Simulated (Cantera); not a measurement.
A diamond (100) surface in a fixed gas of H2 with x(CH4) = 0.012, x(CH3) = 0.00099, at 900 K, 158 Torr; coverages are run to steady state.

Cantera simulation using the Harris–Goodwin 1993 mechanism for the reconstructed diamond (100) surface; the numbers are that mechanism's predictions, not measurements.

θ: site fractions in the mechanism's names (c6HH fully hydrogenated, c6H* and c6*H radical sites, c6** diradical, c6HM methylated).

```json
[
 {"x(H)": "0.0001", "growth (µm/h)": "5.46", "θ c6HH": "0.0911", "θ c6H*": "0.00115", "θ c6*H": "0.0322", "θ c6**": "0.000128", "θ c6HM": "0.705"},
 {"x(H)": "0.00021", "growth (µm/h)": "…", "θ c6HH": "…", "θ c6H*": "…", "θ c6*H": "…", "θ c6**": "…", "θ c6HM": "…"},
 {"x(H)": "0.00042", "growth (µm/h)": "17.8", "θ c6HH": "0.226", "θ c6H*": "0.00326", "θ c6*H": "0.0911", "θ c6**": "0.000825", "θ c6HM": "0.546"},
 {"x(H)": "0.00086", "growth (µm/h)": "28.3", "θ c6HH": "0.332", "θ c6H*": "0.00490", "θ c6*H": "0.137", "θ c6**": "0.00156", "θ c6HM": "0.422"},
 {"x(H)": "0.0018", "growth (µm/h)": "…", "θ c6HH": "…", "θ c6H*": "…", "θ c6*H": "…", "θ c6**": "…", "θ c6HM": "…"},
 {"x(H)": "0.0036", "growth (µm/h)": "49.7", "θ c6HH": "0.541", "θ c6H*": "0.00823", "θ c6*H": "0.227", "θ c6**": "0.00319", "θ c6HM": "0.177"},
 {"x(H)": "0.0075", "growth (µm/h)": "56.9", "θ c6HH": "0.609", "θ c6H*": "0.00944", "θ c6*H": "0.257", "θ c6**": "0.00376", "θ c6HM": "0.0972"},
 {"x(H)": "0.015", "growth (µm/h)": "61.0", "θ c6HH": "0.647", "θ c6H*": "0.0103", "θ c6*H": "0.273", "θ c6**": "0.00410", "θ c6HM": "0.0521"},
 {"x(H)": "0.031", "growth (µm/h)": "63.5", "θ c6HH": "0.670", "θ c6H*": "0.0113", "θ c6*H": "0.282", "θ c6**": "0.00434", "θ c6HM": "0.0262"}
]
```

Problem. Fill in the missing entries.

Solution. 
- 0.00021, growth (µm/h): 10.4
- 0.00021, θ c6HH: 0.148
- 0.00021, θ c6H*: 0.00203
- 0.00021, θ c6*H: 0.0568
- 0.00021, θ c6**: 0.000368
- 0.00021, θ c6HM: 0.638
- 0.0018, growth (µm/h): 40.1
- 0.0018, θ c6HH: 0.448
- 0.0018, θ c6H*: 0.00673
- 0.0018, θ c6*H: 0.187
- 0.0018, θ c6**: 0.00245
- 0.0018, θ c6HM: 0.286
